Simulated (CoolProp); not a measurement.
Vapour-liquid equilibrium of toluene (1) + n-nonane (2) at 0.0154 MPa; x and y are mole fractions of (1).

Computed with CoolProp (multi-fluid Helmholtz-energy mixture model, Lemmon 2006 and Lemmon 2006; pair parameters Bell 2016).

| x | bubble temperature, mixture model (°C) | bubble temperature, Raoult's law (°C) | y, mixture model | y, Raoult's law |
|---|---|---|---|---|
| 0.05 | 86.8 | 88.2 | ___ | 0.166 |
| 0.125 | ___ | 83.7 | 0.423 | 0.358 |
| 0.2 | ___ | 79.8 | 0.563 | 0.501 |
| 0.275 | 72.4 | 76.3 | 0.660 | 0.609 |
| 0.35 | 69.4 | 73.2 | 0.729 | 0.694 |
| 0.425 | 66.9 | 70.4 | ___ | 0.760 |
| 0.5 | 64.8 | 67.8 | ___ | 0.814 |
| 0.575 | 63.0 | 65.5 | 0.854 | 0.858 |
| 0.65 | 61.4 | 63.4 | 0.883 | 0.894 |
| 0.725 | ___ | 61.4 | 0.909 | 0.924 |
| 0.8 | ___ | 59.6 | ___ | 0.949 |
| 0.875 | 57.4 | 58.0 | 0.958 | 0.971 |
| 0.95 | 56.2 | 56.4 | 0.983 | 0.989 |

**Question.** Some entries are withheld; supply them.

**Answer.** 
- 0.05, y, mixture model: 0.208
- 0.125, bubble temperature, mixture model (°C): 80.9
- 0.2, bubble temperature, mixture model (°C): 76.2
- 0.425, y, mixture model: 0.780
- 0.5, y, mixture model: 0.821
- 0.725, bubble temperature, mixture model (°C): 60.0
- 0.8, bubble temperature, mixture model (°C): 58.7
- 0.8, y, mixture model: 0.933

The largest gap from Raoult's law is -3.9 K in bubble temperature, at x = 0.275. No azeotrope shows between x = 0.05 and 0.95.

Pair parameters are fitted to limited data, so mixtures are less certain than the pure fluids.
